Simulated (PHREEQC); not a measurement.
**Polishing slurry liquid (model solution)**

Consider water at 25 °C with 0.14 mol/kgw H2SO4 and 0.049 mol/kgw Fe(NO3)3. Closed to the air; pH follows from the charge balance.

Equilibrium calculation in PHREEQC: ion-association model, wateq4f.dat.

Precipitation was switched off in this run.

Predict the pH.

pH 0.85.

In which forms is S present?

HSO4- 55 %, FeSO4+ 16 %, FeHSO4+2 15 %, SO4-2 11 %, Fe(SO4)2- 2.7 % of the S.

The solution is supersaturated, for example in Hematite (slow to form), Goethite (slow to form), so a real one may precipitate; this is no full list.
